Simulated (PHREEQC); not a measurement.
0.052 g of hydrous ferric oxide (600 m²/g; 0.2 weak and 0.005 strong sites per Fe, Dzombak-Morel constants, diffuse double layer) in 1 kg of water with 0.1 mol/kgw of an inert sodium salt and 1.8e-07 mol/kgw H3BO3, 7.4e-05 mol/kgw Na2SO4 and 6.8e-05 mol/kgw Na2HAsO4, at 25 °C; the pH is set by adding NaOH or the inert anion's acid. Oxygen is held at 0.21 atm. The system is closed to CO2. Nothing may precipitate in this run.

The numbers come from PHREEQC with the ion-association model, wateq4f.dat.

```tsv
pH	B sorbed (%)	S sorbed (%)	As sorbed (%)	surface charge σ (C/m²)	surface potential ψ (mV)
3	0.0	6.9	99.5	0.119	96
3.5	0.0	5.4	99.5	0.109	92
4	0.0	3.1	99.5	0.092	84
4.5	0.0	1.2	99.3	0.070	71
5	0.0	0.3	99.0	0.047	54
5.5	0.0	0.1	98.2	0.027	35
6	0.0	0.0	96.6	0.011	15
6.5	0.0	0.0	93.6	-0.003	-4
7	0.0	0.0	87.5	-0.015	-21
7.5	0.0	0.0	76.0	-0.027	-35
8	0.0	0.0	57.8	-0.041	-49
8.5	0.0	0.0	39.0	-0.057	-63
9	0.0	0.0	26.8	-0.078	-76
```

Species that the database lacks are ignored. The oxide is taken as insoluble; below pH 4 it would dissolve.
